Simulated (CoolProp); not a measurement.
A single-stage vapour-compression cycle with trans-2-butene: evaporating at 292.15 K (dew point), condensing at 344.15 K (bubble point), superheat 8 K, subcooling 5 K, compressor efficiency 0.7, no pressure losses. Each further row changes one setting.

The numbers come from the reference Helmholtz-energy equation of state, Lemmon 2005 in CoolProp. It is a short technical equation, of lower accuracy than the large ones.

```json
[
 {"case": "as stated", "cooling COP": "…", "pressure ratio": "4.21", "discharge temperature (K)": "362.2", "refrigerating effect (kJ/kg)": "287", "volumetric capacity (kJ/m³)": "1320"},
 {"case": "evaporating temperature 297.15 K", "cooling COP": "…", "pressure ratio": "3.58", "discharge temperature (K)": "360.7", "refrigerating effect (kJ/kg)": "…", "volumetric capacity (kJ/m³)": "1570"},
 {"case": "condensing temperature 339.15 K", "cooling COP": "3.69", "pressure ratio": "3.74", "discharge temperature (K)": "356.9", "refrigerating effect (kJ/kg)": "299", "volumetric capacity (kJ/m³)": "1380"},
 {"case": "subcooling 10 K", "cooling COP": "…", "pressure ratio": "4.21", "discharge temperature (K)": "362.2", "refrigerating effect (kJ/kg)": "299", "volumetric capacity (kJ/m³)": "1380"},
 {"case": "superheat 18 K", "cooling COP": "3.29", "pressure ratio": "4.21", "discharge temperature (K)": "…", "refrigerating effect (kJ/kg)": "303", "volumetric capacity (kJ/m³)": "1340"},
 {"case": "compressor efficiency 0.6", "cooling COP": "2.78", "pressure ratio": "4.21", "discharge temperature (K)": "369.5", "refrigerating effect (kJ/kg)": "287", "volumetric capacity (kJ/m³)": "1320"}
]
```

Task: Some entries are withheld; supply them.

Result: 
- as stated, cooling COP: 3.24
- evaporating temperature 297.15 K, cooling COP: 3.73
- evaporating temperature 297.15 K, refrigerating effect (kJ/kg): 293
- subcooling 10 K, cooling COP: 3.38
- superheat 18 K, discharge temperature (K): 372.4
